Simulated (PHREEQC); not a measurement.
Acid mine or pickling water: speciation

Synthetic water in mmol/kgw, 20 °C, pH 3.67, pe 9.9: Na 4.08; K 4.01; Ca 2.38; Mg 1.99; Cl 3.91; S(6) 7.07; Li 0.0527.

Cl is adjusted to close the charge balance.
Valence states are taken as typed.

Equilibrium calculation in PHREEQC: ion-association model, phreeqc.dat.

Each row changes one thing in this solution. This is a speciation only: nothing precipitates in the calculation.

```csv
case,ionic strength (mol/kgw),SO4-2 (mol/kgw),Ca+2 (mol/kgw),Mg+2 (mol/kgw),CaSO4 (mol/kgw),MgSO4 (mol/kgw),SI of Gypsum (CaSO4:2H2O),SI of Sylvite (KCl)
as made,0.0237,0.00574,0.00181,0.00144,0.000567,0.000549,-0.90,-5.93
all concentrations times 4 at the same typed pH,0.0840,0.0201,[?],0.00471,0.00339,0.00325,-0.11,[?]
S(6) from 7.07 to 3.54 mmol/kgw,0.0223,0.00279,0.00206,0.00167,0.000322,0.000318,[?],-5.40
temperature from 20 to 50 °C at the same typed pH,0.0223,[?],0.00177,0.00117,0.000612,0.000823,-0.92,-6.07
```

Some entries are withheld; supply them.


- all concentrations times 4 at the same typed pH, Ca+2 (mol/kgw): 0.00612
- all concentrations times 4 at the same typed pH, SI of Sylvite (KCl): -4.85
- S(6) from 7.07 to 3.54 mmol/kgw, SI of Gypsum (CaSO4:2H2O): -1.14
- temperature from 20 to 50 °C at the same typed pH, SO4-2 (mol/kgw): 0.00532

Constants without temperature data keep their 25 °C values here.
